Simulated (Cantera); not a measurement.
Cantera run:

```python
import numpy as np
import cantera as ct

gas_names = [...]  # 110 gases of nasa_gas.yaml made of C, H, O
cond_names = """
    C(gr) C6H6(L) C7H8(L) C8H18(L),n-octa H2O(s) H2O(L)
""".split()


# ... load() reads the species with a 1 bar reference pressure and builds the phases ...
atoms = {
    'C6H6': {'C': 6, 'H': 6},
    'H2': {'H': 2},
    'O2': {'O': 2},
}
top_T = {'C(gr)': 4500}  # K; cautious upper limits of use, not melting points


# ... equilibrate(T, P, feed) seeds the gas with the atoms and calls Mixture.equilibrate('TP', solver="vcs", rtol=1e-11, max_steps=5000) ...
results = []
feed = {'C6H6': 1, 'H2': 13, 'O2': 1.1}  # mol
T = 2600  # K
P = 13332.2  # Pa
mix = equilibrate(T, P, feed)
results.append((T, P, feed, dict(zip(mix.species_names, mix.species_moles))))
x = sorted(zip(gas.X, gas.species_names), reverse=True)
print(f"T = {T:g} K  P = {P:g} Pa  gas = {mix.phase_moles(0):.4g} mol")
print("   x: " + "  ".join(f"{s} {v:.3e}" for v, s in x if v > 0.001))
print("   condensed (mol): " + ("  ".join(f"{mix.phase(i).name} {mix.phase_moles(i):.4g}"
      for i in range(1, mix.n_phases) if mix.phase_moles(i) > 1e-12) or "none"))
```

It prints:

```
T = 2600 K  P = 13332.2 Pa  gas = 19.09 mol
   x: H2 7.790e-01  CO 1.153e-01  H 9.278e-02  C2H2,acetylene 1.263e-02
   condensed (mol): C(gr) 3.304
```

These are equilibrium values from Cantera (NASA tables, ideal gas, pure condensed phases), not measurements of a reactor.
